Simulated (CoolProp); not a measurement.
Saturation properties of carbon monoxide.

Model: reference Helmholtz-energy equation of state, Lemmon 2006, in CoolProp. It is a short technical equation, of lower accuracy than the large ones.

| T (°C) | p (kPa) | liquid cp (kJ/(kg K)) | vapour Z | surface tension (mN/m) |
|---|---|---|---|---|
| -195.25 | 64.74 | 2.140 | 0.9701 | 10.3 |
| -189.25 | 130.1 | 2.153 | 0.9507 | 9.04 |
| -183.25 | 236.3 | 2.187 | 0.9248 | 7.78 |
| -177.25 | 396.6 | 2.247 | 0.8918 | 6.54 |
| -171.25 | 624.9 | 2.340 | 0.8512 | 5.34 |
| -165.25 | 935.6 | 2.487 | 0.8020 | 4.17 |
| -159.25 | 1344 | 2.731 | 0.7428 | 3.04 |
| -153.25 | 1867 | 3.191 | 0.6701 | 1.97 |

It boils at -191.5 °C under 1 atm.

Surface tension comes from a separate correlation (Mulero 2012).
